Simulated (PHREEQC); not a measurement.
Dissolve 0.27 mol Fe(NO3)3 per kg of water at 10 °C. Closed to the air; pH follows from the charge balance.

Computed with PHREEQC (ion-association model, phreeqc.dat).

This is a speciation only: nothing precipitates in the calculation.

### Question
Order these Fe species by the share of Fe that they hold, largest first: Fe3(OH)4+5, Fe+3, Fe2(OH)2+4, FeOH+2.

### Answer
Fe+3 (92 %), FeOH+2 (6.3 %), Fe2(OH)2+4 (1.1 %), Fe3(OH)4+5 (0.11 %)

The pH is 1.82 and the ionic strength 1.59 mol/kgw. Saturation is exceeded, for instance for Hematite (slow to form), Goethite (slow to form); the values hold only as long as no solid forms. Ionic strength above about 0.7 mol/kgw puts this run outside the model's range. Away from 25 °C the constants follow the database's enthalpies or fits; those with neither stay at their 25 °C values.
